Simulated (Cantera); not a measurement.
What does this Cantera script print?

```python
import numpy as np
import cantera as ct

gas_names = [...]  # 139 gases of nasa_gas.yaml made of C, H, N, O, Pb
cond_names = """
    C(gr) C6H6(L) C7H8(L) C8H18(L),n-octa H2O(s) H2O(L) Pb(cr) Pb(L) PbO(rd) PbO(yw) PbO(L) PbO2(s)
    Pb3O4(s)
""".split()


# ... load() reads the species with a 1 bar reference pressure and builds the phases ...
atoms = {
    'PbO': {'Pb': 1, 'O': 1},
    'CH4': {'C': 1, 'H': 4},
    'N2': {'N': 2},
}
top_T = {'C(gr)': 4500, 'Pb3O4(s)': 820}  # K; cautious upper limits of use, not melting points


# ... equilibrate(T, P, feed) seeds the gas with the atoms and calls Mixture.equilibrate('TP', solver="vcs", rtol=1e-11, max_steps=5000) ...
results = []
feed = {'PbO': 1, 'CH4': 2.4, 'N2': 0.13}  # mol
T = 2300  # K
for P in [10, 68, 460, 3200, 22000, 150000, 1000000]:
    mix = equilibrate(T, P, feed)
    results.append((T, P, feed, dict(zip(mix.species_names, mix.species_moles))))

top = {s: max(r[3][s] / sum(r[3][g] for g in gas_names) for r in results) for s in gas_names}
cols = sorted((s for s in top if top[s] > 0.0001), key=lambda s: -top[s])[:7]
seen = [c for c in cond_names if any(r[3].get(c, 0) > 1e-12 for r in results)]
print("log10 of partial pressures in bar; condensed amounts in mol")
print(f"{'P/Pa':>10s}" + "".join(f"{s[:9]:>10s}" for s in cols + seen))
for T, P, feed, n in results:
    ng = sum(n[g] for g in gas_names)
    print(f"{P:10.4g}" + "".join(f"{np.log10(max(n[s] / ng * P / 1e5, 1e-99)):10.3f}" for s in cols)
          + "".join(f"{n.get(c, 0):10.4g}" for c in seen))
```

It prints:

```
log10 of partial pressures in bar; condensed amounts in mol
      P/Pa        H2         H        CO        Pb        N2       HCN C2H2,acet     C(gr)
        10    -4.574    -4.301    -4.966    -4.966    -5.897    -6.622    -6.938     1.345
        68    -3.493    -3.761    -4.068    -4.068    -5.007    -5.636    -5.857     1.336
       460    -2.563    -3.296    -3.203    -3.203    -4.145    -4.740    -4.927      1.33
      3200    -1.682    -2.855    -2.345    -2.345    -3.289    -3.872    -4.046     1.327
   2.2e+04    -0.830    -2.429    -1.502    -1.502    -2.447    -3.024    -3.194     1.326
   1.5e+05     0.010    -2.009    -0.666    -0.666    -1.611    -2.187    -2.355     1.325
     1e+06     0.835    -1.597     0.159     0.156    -0.785    -1.361    -1.529     1.318
```

Cantera equilibrium calculation (NASA polynomials, part measured and part estimated; ideal gas, pure solids and liquids).
